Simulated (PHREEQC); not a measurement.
2.3 g of hydrous ferric oxide (600 m²/g; 0.2 weak and 0.005 strong sites per Fe, Dzombak-Morel constants, diffuse double layer) in 1 kg of water with 0.1 mol/kgw of an inert sodium salt and 3.8e-05 mol/kgw Na2HAsO4 and 5.6e-05 mol/kgw ZnCl2, at 25 °C; the pH is set by adding NaOH or the inert anion's acid. O2 is buffered at 0.21 atm. CO2 from the air is kept out. No solid was allowed to form.

The numbers come from PHREEQC with the ion-association model, wateq4f.dat.

Problem. Predict Zn sorbed (%) at pH = 3.67, 4.33, 11.

Solution. 
```json
[
 {"pH": "3.67", "Zn sorbed (%)": "0.1"},
 {"pH": "4.33", "Zn sorbed (%)": "1.0"},
 {"pH": "11", "Zn sorbed (%)": "100.0"}
]
```

Species that the database lacks are ignored. The database has no arsenate complexes of Zn. The oxide is taken as insoluble; below pH 4 it would dissolve.
